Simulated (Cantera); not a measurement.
Mixture: CH4 : C2H6 : C3H8 : O2 : N2 : H2O = 1 : 0.086 : 0.42 : 8.46 : 31.8 : 3.7 (molar parts), at 30.0 bar, adiabatic and at constant volume. Ignition delay is the time to a rise of 400 K.

Detailed kinetics in Cantera: GRI-Mech 3.0 (53 species, 325 reactions). GRI-Mech 3.0 was tuned for natural gas; its chemistry of propane as a main component is partial and can be far from experiment. The pressure lies above the range GRI-Mech 3.0 was tuned for (to about 10 atm).

Question: What does this change do: C3H8 0.42 to 0.2 parts?

Answer: 
```csv
quantity,before,after
delay at 1100 K,2.04 ms,2.23 ms
delay at 1300 K,0.131 ms,0.149 ms
delay at 1500 K,13.5 µs,16.7 µs
delay at 1700 K,2.57 µs,3.29 µs
delay at 1900 K,0.822 µs,1.05 µs
apparent activation energy between 1800 and 2000 K,140 kJ/mol,140 kJ/mol
```

Question: What does this change do: CH4 1 to 0.4 parts?

Answer: 
```json
[
 {"quantity": "delay at 1100 K", "before": "2.04 ms", "after": "1.88 ms"},
 {"quantity": "delay at 1300 K", "before": "0.131 ms", "after": "0.117 ms"},
 {"quantity": "delay at 1500 K", "before": "13.5 µs", "after": "12.1 µs"},
 {"quantity": "delay at 1700 K", "before": "2.57 µs", "after": "2.35 µs"},
 {"quantity": "delay at 1900 K", "before": "0.822 µs", "after": "0.771 µs"},
 {"quantity": "apparent activation energy between 1800 and 2000 K", "before": "140 kJ/mol", "after": "130 kJ/mol"}
]
```

Question: What does this change do: H2O 3.7 to 8.7 parts?

Answer: 
| quantity | before | after |
|---|---|---|
| delay at 1100 K | 2.04 ms | 2.12 ms |
| delay at 1300 K | 0.131 ms | 0.138 ms |
| delay at 1500 K | 13.5 µs | 14.4 µs |
| delay at 1700 K | 2.57 µs | 2.76 µs |
| delay at 1900 K | 0.822 µs | 0.892 µs |
| apparent activation energy between 1800 and 2000 K | 140 kJ/mol | 140 kJ/mol |
